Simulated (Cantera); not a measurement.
Feed: 1 mol AlCl3, a varied amount of O2, 53 mol H2, equilibrated at 748.15 K and 13300 Pa.

Equilibrium computed with Cantera from the NASA thermochemical tables; the gas is ideal and each condensed phase is pure. Candidate condensed phases: Al, AlCl3, Al2O3, H2O; 29 gas species. Condensed phases not in the tables: AlOCl. The numbers say what is thermodynamically allowed, not how fast it happens.

x: gas mole fraction; n: condensed amount in mol.

```
n(O2) (mol)    x H2     x H2O   x HCl   x AlCl3  x Al2Cl6  n Al2O3(s)
-----------  ------  --------  ------  --------  --------  ----------
0.27          0.968  1.32e-10  0.0199    0.0114  0.000200       0.180
0.45          0.960  4.97e-10  0.0332   0.00721   7.98e-5       0.300
0.74          0.945   1.27e-8  0.0543  0.000245   9.18e-8       0.493
1.2           0.928    0.0165  0.0550    <1e-12    <1e-12       0.500
2             0.899    0.0459  0.0550    <1e-12    <1e-12       0.500
3.3           0.851    0.0936  0.0550    <1e-12    <1e-12       0.500
5.5               …         …  0.0550    <1e-12    <1e-12       0.500
9.2               …         …  0.0550    <1e-12    <1e-12       0.500
15            0.422     0.523  0.0550    <1e-12    <1e-12       0.500
25           0.0550     0.890  0.0550    <1e-12    <1e-12       0.500
```

Q: Complete the blanks.

A: 
- 5.5, x H2: 0.771
- 5.5, x H2O: 0.174
- 9.2, x H2: 0.635
- 9.2, x H2O: 0.310
